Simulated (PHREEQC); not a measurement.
# Buffer: speciation

Dissolve 14 mmol/kgw NaHSO4, 0.054 mmol/kgw NH3 and 1.7 mmol/kgw LiCl at 55 °C. Closed to the air; pH follows from the charge balance.

Equilibrium calculation in PHREEQC: ion-association model, phreeqc.dat.

No solid was allowed to form.

Q: Predict the pH, ionic strength.

A: pH 2.17; ionic strength 0.0307 mol/kgw.

Q: In which forms is Li present?

A: Li+ 98 %, LiSO4- 1.6 % of the Li.

Complexes and solids missing from the database can't appear. Constants without temperature data keep their 25 °C values here.
